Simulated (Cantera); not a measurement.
**Iron carbonyl, mercury and lead vapours: Fe(CO)5 + CO + H2**

A closed system holds: 1 mol Fe(CO)5, 0.19 mol CO, 12 mol H2, at 1.30 mbar.

Method: chemical equilibrium by Gibbs-energy minimisation in Cantera with the NASA 1993 tables (ideal gas, pure condensed phases). Candidate condensed phases: C, C6H6, C7H8, C8H18, Fe, Fe(CO)5, FeO, Fe(OH)2, Fe(OH)3, Fe2O3, Fe3O4, H2O; 114 gas species. The numbers say what is thermodynamically allowed, not how fast it happens.

```
T (K)   x H2   x CO       x H      x Fe    x CH4    x H2O  n Fe(α)  n Fe(γ)
-----  -----  -----  --------  --------  -------  -------  -------  -------
1175   0.698  0.302   2.84e-6   1.62e-8  1.21e-5  9.50e-6     1.00        0
1225   0.698  0.302   7.22e-6   8.67e-8  7.52e-6  5.96e-6        0    1.000
1275   0.698  0.302   1.71e-5   4.06e-7  4.69e-6  4.00e-6        0    1.000
1325   0.698  0.302   3.79e-5   1.69e-6  2.94e-6  2.85e-6        0    1.000
1375   0.698  0.302   7.94e-5   6.32e-6  1.82e-6  2.19e-6        0    1.000
1425   0.698  0.302  0.000158   2.15e-5  1.10e-6  1.81e-6        0    1.000
1475   0.698  0.302  0.000300   6.72e-5  6.58e-7  1.58e-6        0    0.999
1525   0.697  0.302  0.000548  0.000195  3.95e-7  1.44e-6        0    0.997
```
x: gas mole fraction; n: condensed amount in mol.

At 1175 K the condensed part is Fe(α). From 1225 K to 1525 K the condensed part is Fe(γ). The main Fe-bearing gas is Fe throughout.
